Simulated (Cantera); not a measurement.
Cantera run:

```python
import numpy as np
import cantera as ct

gas_names = """
    O2 TaO2 CO2
""".split()
cond_names = """
    TaC(s) TaC(L)
""".split()


def load(file, names, dense=False):
    # The tables refer to 1 bar. Condensed volumes are neglected.
    table = {s.name: s for s in ct.Species.list_from_file(file)}
    out = []
    for n in names:
        d = dict(table[n].input_data)
        d["thermo"] = dict(d["thermo"], **{"reference-pressure": 1e5})
        if dense:
            d["equation-of-state"] = {"model": "constant-volume", "density": "1e6 g/cm^3"}
        out.append(ct.Species.from_dict(d))
    return out


species = {s.name: s for s in load("nasa_gas.yaml", gas_names) + load("nasa_condensed.yaml", cond_names)}
# Each term lists the table entries of one substance; the one whose range holds T is used.
reactions = {
    '2 O2(g) + TaC = TaO2(g) + CO2(g)':
        [(-2, ['O2']), (-1, ['TaC(s)', 'TaC(L)']), (1, ['TaO2']), (1, ['CO2'])],
}


def pick(names, T):
    return next(species[n] for n in names if species[n].thermo.min_temp <= T <= species[n].thermo.max_temp)


results = []
for label, terms in reactions.items():
    print(label)
    print("     T/K   dH/kJ  dS/(J/K)   dG/kJ   log10 K")
    for T in [650, 700, 750, 800, 850, 900, 950]:
        used = [(nu, pick(names, T)) for nu, names in terms]
        dH = sum(nu * s.thermo.h(T) for nu, s in used) / 1e6
        dS = sum(nu * s.thermo.s(T) for nu, s in used) / 1e3
        dG = dH - T * dS / 1e3
        logK = -dG * 1e6 / (ct.gas_constant * T * np.log(10))
        results.append((label, T, dH, dS, dG, logK, [s.name for _, s in used]))
        print(f"{T:8g} {dH:8.1f} {dS:8.1f} {dG:8.1f} {logK:8.2f}")
```

It prints:

```
2 O2(g) + TaC = TaO2(g) + CO2(g)
     T/K   dH/kJ  dS/(J/K)   dG/kJ   log10 K
     650   -454.5     31.7   -475.1    38.18
     700   -455.1     30.9   -476.7    35.57
     750   -455.6     30.2   -478.2    33.31
     800   -456.1     29.5   -479.7    31.32
     850   -456.7     28.9   -481.2    29.57
     900   -457.2     28.2   -482.6    28.01
     950   -457.7     27.7   -484.0    26.61
```

Source: NASA polynomial tables (part measured, part estimated), evaluated in Cantera. TaC: taken at fixed stoichiometry. Condensed species are held in their standard states even where they would react or evaporate.
